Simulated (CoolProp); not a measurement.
Vapour-liquid equilibrium of propylene (1) + R142b (2) at 0.0428 MPa; x and y are mole fractions of (1).

Computed with CoolProp (multi-fluid Helmholtz-energy mixture model, Lemmon 2013 and Lemmon 2006; pair parameters Bell 2016).

Give the bubble temperature and the first vapour's composition at x = 0.15, 0.25, 0.35. Is there an azeotrope?

x = 0.15: 231.5 K, y = 0.561; x = 0.25: 225.7 K, y = 0.719; x = 0.35: 221.4 K, y = 0.808. No azeotrope shows between x = 0.05 and 0.95.

Pair parameters are fitted to limited data, so mixtures are less certain than the pure fluids.
